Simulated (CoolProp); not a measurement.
Aqueous potassium formate as a coolant, at -5 °C, 1 atm.

Computed with CoolProp (Melinder's fits for secondary coolants).

```json
[
 {"mass %": "12.5", "freezing point (°C)": "-6.4", "viscosity (mPa s)": "2.38", "Prandtl number": "16.4", "conductivity (W/(m K))": "0.538", "cp (kJ/(kg K))": "3.709"},
 {"mass %": "16.9", "freezing point (°C)": "-9.3", "viscosity (mPa s)": "2.50", "Prandtl number": "16.6", "conductivity (W/(m K))": "0.532", "cp (kJ/(kg K))": "3.541"},
 {"mass %": "21.3", "freezing point (°C)": "-12.7", "viscosity (mPa s)": "2.67", "Prandtl number": "17.2", "conductivity (W/(m K))": "0.525", "cp (kJ/(kg K))": "3.382"},
 {"mass %": "25.8", "freezing point (°C)": "-16.7", "viscosity (mPa s)": "2.88", "Prandtl number": "18.0", "conductivity (W/(m K))": "0.518", "cp (kJ/(kg K))": "3.230"},
 {"mass %": "30.2", "freezing point (°C)": "-21.4", "viscosity (mPa s)": "3.11", "Prandtl number": "18.8", "conductivity (W/(m K))": "0.510", "cp (kJ/(kg K))": "3.094"},
 {"mass %": "34.6", "freezing point (°C)": "-26.9", "viscosity (mPa s)": "3.34", "Prandtl number": "19.8", "conductivity (W/(m K))": "0.501", "cp (kJ/(kg K))": "2.970"},
 {"mass %": "39", "freezing point (°C)": "-33.4", "viscosity (mPa s)": "3.63", "Prandtl number": "21.2", "conductivity (W/(m K))": "0.490", "cp (kJ/(kg K))": "2.858"},
 {"mass %": "43.4", "freezing point (°C)": "-40.9", "viscosity (mPa s)": "4.10", "Prandtl number": "23.5", "conductivity (W/(m K))": "0.479", "cp (kJ/(kg K))": "2.754"},
 {"mass %": "47.9", "freezing point (°C)": "-49.8", "viscosity (mPa s)": "5.08", "Prandtl number": "28.8", "conductivity (W/(m K))": "0.467", "cp (kJ/(kg K))": "2.649"}
]
```
